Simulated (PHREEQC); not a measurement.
Make-up at 25 °C: 34 mmol/kgw NaHCO3. Closed to the air; pH follows from the charge balance.

Computed with PHREEQC (ion-association model, wateq4f.dat).

```json
[
 {"quantity": "pH", "before": "8.14", "after": "11.96"},
 {"quantity": "ionic strength (mol/kgw)", "before": "0.0338", "after": "0.177"}
]
```

Task: Name the change that produced these shifts.
A) NaHCO3 from 0.034 to 0.017 mol/kgw
B) NaHCO3 replaced by Na3PO4 at the same molality
C) temperature from 25 to 70 °C
D) temperature from 25 to 10 °C
E) temperature from 25 to 15 °C

Result: B, NaHCO3 replaced by Na3PO4 at the same molality

No solid was allowed to form.
